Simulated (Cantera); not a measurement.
Charge: 1 mol FeS2, 3.4 mol H2S, 33 mol N2, at 1948 K and 19.0 bar.

Method: chemical equilibrium by Gibbs-energy minimisation in Cantera with the NASA 1993 tables (ideal gas, pure condensed phases). Candidate condensed phases: Fe, FeS, FeS2, S; 16 gas species. FeS: taken at fixed stoichiometry. Equilibrium is a limit: real reactors are often held back by kinetics, nucleation or transport.

Base state: N2 0.869, H2 0.0552, S2 0.0400, H2S 0.0328, SH 0.00298, S 0.000103, H 6.09e-5 (mole fractions); condensed: FeS(l).

Q: What changes in the equilibrium state with this change: H2S from 3.4 to 0.19 mol?

A: 
```json
[
 {"species": "N2", "before": "0.869", "after": "0.977"},
 {"species": "S2", "before": "0.0400", "after": "0.0166"},
 {"species": "H2", "before": "0.0552", "after": "0.00388"},
 {"species": "H2S", "before": "0.0328", "after": "0.00149"},
 {"species": "SH", "before": "0.00298", "after": "0.000509"},
 {"species": "H", "before": "6.09e-5", "after": "1.61e-5"},
 {"species": "S", "before": "0.000103", "after": "6.63e-5"},
 {"species": "FeS(l), mol", "before": "1.000", "after": "1.000"}
]
```
